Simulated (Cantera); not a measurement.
Charge: 1 mol V2O3, 5.5 mol H2, 2.6 mol N2, equilibrated at 0.133 bar.

Cantera equilibrium calculation (NASA polynomials, part measured and part estimated; ideal gas, pure solids and liquids). Candidate condensed phases: H2O, V, VN, VO, V2O3, V2O4, V2O5; 28 gas species. Mutual solubility and eutectic melting of coexisting phases are not modelled. VO: taken at fixed stoichiometry. Condensed phases not in the tables: the oxides between V2O3 and V2O5 other than VO2. Kinetics and transport are ignored.

### Question
At 1327 °C, list the 4 most abundant gas species with their mole fractions, and the condensed phases.

### Answer
H2 0.675, N2 0.321, H2O 0.00415, H 0.000122. Condensed: VO(s) + V2O3(s).
